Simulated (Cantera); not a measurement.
An isothermal, constant-pressure homogeneous reactor starts with CH₄ : H₂ : CO₂ = 0.012 : 1 : 0.04 (molar parts), at 2298 K and 20.0 Torr.

Model: GRI-Mech 3.0 (53 species, 325 reactions), integrated in Cantera. Radical loss at walls, strong at low pressure, is not modelled.

One state of this run: x CH₄ = 0.00935; x H₂ = 0.929; x CO₂ = 0.0241; x O = 1.64e-7; x HCO = 1.57e-7; x C₂H₆ = 3.31e-7. x: mole fraction; the columns are a selection and need not sum to one.

**Question.** Which value of t (s) does it belong to?
A) 0.00139
B) 0.000431
C) 4.00e-6
D) 0.000134

**Answer.** A, 0.00139
